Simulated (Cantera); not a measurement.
Input: 1 mol B, 1.2 mol H2O, 39 mol N2, at 0.000550 bar.

Cantera equilibrium calculation (NASA polynomials, part measured and part estimated; ideal gas, pure solids and liquids). Candidate condensed phases: B, BN, B2O3, B3O3H3, H2O; 39 gas species. N2 is the only nitrogen source here; it is nearly inert below about 1500 K, so the nitride shown seldom forms there in practice. Mutual solubility and eutectic melting of coexisting phases are not modelled. Equilibrium is a limit: real reactors are often held back by kinetics, nucleation or transport.

Q: What share of the B ends up in condensed phases as a function of T (K), at 1125, 1225, 1325, 1425, 1525, 1625, 1725, 1825, 1925, 2025, 2125, 2225, 2325?

A: 
```csv
T (K),B condensed (%),as
1125,99.8,BN(s) + B2O3(l)
1225,98.7,BN(s) + B2O3(l)
1325,90.6,BN(s) + B2O3(l)
1425,20.3,BN(s)
1525,13.1,BN(s)
1625,0.0,-
1725,0.0,-
1825,0.0,-
1925,0.0,-
2025,0.0,-
2125,0.0,-
2225,0.0,-
2325,0.0,-
```
